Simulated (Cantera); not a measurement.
Feed: 1 mol Fe2O3, 2.6 mol SO2, 14 mol N2, at 1527 °C and 750 Torr.

Cantera equilibrium calculation (NASA polynomials, part measured and part estimated; ideal gas, pure solids and liquids). Candidate condensed phases: Fe, FeO, FeS, FeSO4, FeS2, Fe2O3, Fe2(SO4)3, Fe3O4, S; 19 gas species. The numbers say what is thermodynamically allowed, not how fast it happens.

Base state: N2 0.835, SO2 0.155, O2 0.00942, NO 0.000906, SO3 0.000158, SO 3.16e-5, O 1.18e-5 (mole fractions); condensed: Fe3O4(s).

Task: What changes in the equilibrium state with this change: Fe2O3 replaced by MgO?

Result: 
```json
[
 {"species": "N2", "before": "0.835", "after": "0.843"},
 {"species": "SO2", "before": "0.155", "after": "0.156"},
 {"species": "SO", "before": "3.16e-5", "after": "0.000310"},
 {"species": "O2", "before": "0.00942", "after": "9.98e-5"},
 {"species": "O", "before": "1.18e-5", "after": "1.22e-6"},
 {"species": "NO", "before": "0.000906", "after": "9.37e-5"},
 {"species": "Fe3O4(s), mol", "before": "0.667", "after": "0"},
 {"species": "MgO(s), mol", "before": "0", "after": "1.00"}
]
```
Further candidate phases: Mg, MgO, MgS, MgSO4.

Task: What changes in the equilibrium state with this change: temperature from 1527 °C to 850 °C?

Result: 
```
species          before     after
-------------  --------  --------
N2                0.835     0.843
SO2               0.155     0.157
SO3            0.000158   1.03e-5
O2              0.00942   1.72e-8
NO             0.000906   3.09e-8
O               1.18e-5     <1e-9
SO              3.16e-5   1.23e-7
Fe3O4(s), mol     0.667  0.000340
Fe2O3(s), mol         0     0.999
```
Mutual solubility and eutectic melting of coexisting phases are not modelled.

Task: What changes in the equilibrium state with this change: temperature from 1527 °C to 950 °C?

Result: 
```csv
species,before,after
N2,0.835,0.843
SO2,0.155,0.157
SO3,0.000158,3.48e-5
O2,0.00942,1.08e-6
O,1.18e-5,<1e-9
NO,0.000906,5.45e-7
SO,3.16e-5,2.20e-7
"Fe3O4(s), mol",0.667,0.00124
"Fe2O3(s), mol",0,0.998
```
Mutual solubility and eutectic melting of coexisting phases are not modelled.
